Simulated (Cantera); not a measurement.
## NO annealing gas

A perfectly stirred reactor is fed with 71.8 % NO, 28.0 % N2, 0.223 % H2O, at 98000 Pa; it is held at 2023 K, and followed from long to short residence time.

Computed with Cantera and GRI-Mech 3.0 (53 species, 325 reactions).

| τ (s) | x NO | x O2 | x NO2 | x N2 | x O | x N2O |
|---|---|---|---|---|---|---|
| 0.77 | 0.293 | 0.212 | 0.000484 | 0.492 | 0.000378 | 3.60e-5 |
| 0.31 | 0.434 | 0.141 | 0.000590 | 0.422 | 0.000314 | 8.00e-5 |
| 0.12 | 0.565 | 0.0757 | 0.000572 | 0.356 | 0.000238 | 0.000139 |
| 0.050 | 0.644 | 0.0362 | 0.000469 | 0.317 | 0.000175 | 0.000182 |
| 0.020 | 0.687 | 0.0151 | 0.000350 | 0.295 | 0.000126 | 0.000207 |
| 0.0081 | 0.705 | 0.00603 | 0.000260 | 0.286 | 9.42e-5 | 0.000214 |
| 0.0033 | 0.713 | 0.00231 | 0.000201 | 0.282 | 7.42e-5 | 0.000206 |
x: mole fraction; the columns are a selection and need not sum to one.
